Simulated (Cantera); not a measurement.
Cantera run:

```python
import numpy as np
import cantera as ct

gas_names = """
    B BH BH2 BH3 BN B2 H H2 N NH NH2 NH3 N2 N2H2 N2H4
""".split()
cond_names = """
    B(b) B(L) BN(s)
""".split()


# ... load() reads the species with a 1 bar reference pressure and builds the phases ...
atoms = {
    'borazine': {'B': 3, 'N': 3, 'H': 6},
    'NH3': {'N': 1, 'H': 3},
    'N2': {'N': 2},
}
top_T = {'BN(s)': 3200}  # K; cautious upper limits of use, not melting points


# ... equilibrate(T, P, feed) seeds the gas with the atoms and calls Mixture.equilibrate('TP', solver="vcs", rtol=1e-11, max_steps=5000) ...
results = []
feed = {'borazine': 1, 'NH3': 5.5, 'N2': 4.7}  # mol
T = 1473  # K
P = 120  # Pa
mix = equilibrate(T, P, feed)
results.append((T, P, feed, dict(zip(mix.species_names, mix.species_moles))))
print(gas.report(threshold=0.001))
for i in range(1, mix.n_phases):
    print(f"{mix.phase(i).name:16s} {mix.phase_moles(i):12.5e} mol")
```

It prints:

```
       temperature   1473 K
          pressure   120 Pa
           density   0.00012122 kg/m^3
  mean mol. weight   12.372 kg/kmol
   phase of matter   gas

                          1 kg             1 kmol
                     ---------------   ---------------
          enthalpy        2.9345e+06        3.6305e+07  J
   internal energy        1.9445e+06        2.4057e+07  J
           entropy             21411        2.6489e+05  J/K
    Gibbs function       -2.8604e+07       -3.5388e+08  J
 heat capacity c_p            2684.7             33214  J/K
 heat capacity c_v            2012.6             24900  J/K

                      mass frac. Y      mole frac. X     chem. pot. / RT
                     ---------------   ---------------   ---------------
                H2          0.097996           0.60138           -25.784
                N2           0.90198           0.39834           -33.602
     [  +13 minor]        2.3119e-05        0.00028325

B(b)              0.00000e+00 mol
BN(s)             3.00000e+00 mol
```

These are equilibrium values from Cantera (NASA tables, ideal gas, pure condensed phases), not measurements of a reactor. The feed counts by its element totals alone.
